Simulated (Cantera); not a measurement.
A closed system holds: 1 mol Si3H8, a varied amount of Cl2, 57 mol H2, held at 1498 K and 1.43 Torr.

These are equilibrium values from Cantera (NASA tables, ideal gas, pure condensed phases), not measurements of a reactor. Candidate condensed phases: Si; 19 gas species. The feed counts by its element totals alone. Equilibrium is a limit: real reactors are often held back by kinetics, nucleation or transport.

Question: At 0.3 mol Cl2, list the 4 most abundant gas species with their mole fractions, and the condensed phases.

Answer: H2 0.990, HCl 0.00923, H 0.000392, SiCl2 0.000276. Condensed: Si(s).
